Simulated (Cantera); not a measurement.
Charge: 1 mol Fe3O4, 5.1 mol C, 1.3 mol CO, equilibrated at 1498.15 K and 465 Torr.

Method: chemical equilibrium by Gibbs-energy minimisation in Cantera with the NASA 1993 tables (ideal gas, pure condensed phases). Candidate condensed phases: C, Fe, Fe(CO)5, FeO, Fe2O3, Fe3O4; 15 gas species. Iron dissolves carbon and melts from about 1420 K in contact with it, which pure phases cannot show. Condensed phases not in the tables: cementite and carbon dissolved in iron. The numbers say what is thermodynamically allowed, not how fast it happens.

Base state: CO 1.000, CO2 0.000418 (mole fractions); condensed: C(graphite) + Fe(γ).

### Question
What changes in the equilibrium state with this change: temperature from 1498.15 K to 2548.15 K?

### Answer
```tsv
species	before	after
CO	1.000	0.931
Fe	2.33e-7	0.0685
CO2	0.000418	1.84e-6
C(graphite), mol	1.10	1.10
Fe(γ), mol	3.00	0
Fe(l), mol	0	2.61
```

### Question
What changes in the equilibrium state with this change: Fe3O4 replaced by Fe2O3?

### Answer
| species | before | after |
|---|---|---|
| CO | 1.000 | 1.000 |
| CO2 | 0.000418 | 0.000418 |
| C(graphite), mol | 1.10 | 2.10 |
| Fe(γ), mol | 3.00 | 2.00 |
